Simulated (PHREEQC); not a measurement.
A solution holds 4.4 mol MgCl2, 0.43 mol K2SO4 and 1.9 mol LiCl per kg of water, at 15 °C. Closed to the air; pH follows from the charge balance.

Computed with PHREEQC (Pitzer model, pitzer.dat).

This is a speciation only: nothing precipitates in the calculation.

Q: Predict the activity of water, osmotic coefficient, density.

A: activity of water 0.358; osmotic coefficient 3.121; density 1.315 g/cm³.

The solution is supersaturated, for example in Sylvite, Kieserite, so a real one may precipitate; this is no full list. Species that the database lacks are ignored.
